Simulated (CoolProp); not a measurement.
Saturated liquid density (kg/m³) of ethanol: the reference equation beside estimates from Tc = 514.7 K, pc = 6268 kPa, ω = 0.644.

Computed with CoolProp (reference Helmholtz-energy equation of state, Schroeder 2014).

```
T (K)  reference  van der Waals  Redlich-Kwong  Soave-Redlich-Kwong  Peng-Robinson
-----  ---------  -------------  -------------  -------------------  -------------
406.6      673.4          351.9          498.9                556.7          630.4
411.2      667.0          348.2          492.2                549.9          622.9
415.9      660.3          344.3          485.2                542.8          615.0
420.6      653.3          340.4          478.1                535.4          606.7
425.3      646.1          336.3          470.7                527.7          598.1
429.9      638.8          332.2          463.4                519.8          589.3
434.6      631.0          327.9          455.6                511.5          579.9
439.3      623.0          323.4          447.6                502.8          570.1
```

Absolute difference from the reference over all 8 rows, mean and median: van der Waals 47.9 and 47.9 %, Redlich-Kwong 27.0 and 27.0 %, Soave-Redlich-Kwong 18.2 and 18.2 %, Peng-Robinson 7.3 and 7.3 %.
